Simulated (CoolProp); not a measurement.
A single-stage vapour-compression cycle with the fluid: evaporating at 324.15 K (dew point), condensing at 367.15 K (bubble point), superheat 2 K, subcooling 8 K, compressor efficiency 0.6, no pressure losses. The same conditions are run with several fluids, on thermodynamics alone (safety and materials aside).

Model: reference Helmholtz-energy equation of state of each fluid (R1336mzz(Z): McLinden 2020; isohexane: Lemmon 2006; hexamethyldisiloxane (MM): Thol 2016; R113: Marx 1992; n-perfluorohexane: Gao 2022; dimethyl ether: Wu 2011), in CoolProp.

```tsv
fluid	cooling COP	pressure ratio	discharge temperature (K)	refrigerating effect (kJ/kg)	volumetric capacity (kJ/m³)
R1336mzz(Z)	3.78	3.31	367.2	112	1350
isohexane	3.92	3.55	367.1	247	611
hexamethyldisiloxane (MM)	3.77	4.57	367.2	149	167
R113	3.97	3.34	371.0	111	907
n-perfluorohexane	3.34	3.71	367.2	48.8	526
dimethyl ether	3.60	2.51	388.2	265	6440
```

The compression ends wet for: R1336mzz(Z); isohexane; hexamethyldisiloxane (MM); n-perfluorohexane.
